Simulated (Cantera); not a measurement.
Charge: 1 mol Al2O3, 1200 mol H2, at 2175 K and 0.000400 bar.

Equilibrium computed with Cantera from the NASA thermochemical tables; the gas is ideal and each condensed phase is pure. Candidate condensed phases: Al, Al2O3, H2O; 19 gas species. The tables' values for AlOH are old estimates; treat these amounts as uncertain. Kinetics and transport are ignored.

Base state: H2 0.781, H 0.216, H2O 0.00207, Al 0.00140, OH 7.69e-5, AlOH 2.74e-5, Al2O 1.74e-5, AlO 1.60e-5 (mole fractions); condensed: gas only.

Q: What changes in the equilibrium state with this change: temperature from 2175 K to 1348 K?

A: 
```csv
species,before,after
H2,0.781,1.000
H,0.216,0.000116
H2O,0.00207,2.35e-7
Al,0.00140,1.46e-7
OH,7.69e-5,<1e-9
AlO,1.60e-5,<1e-9
O,1.49e-5,<1e-9
"Al2O3(s), mol",0,1.000
```
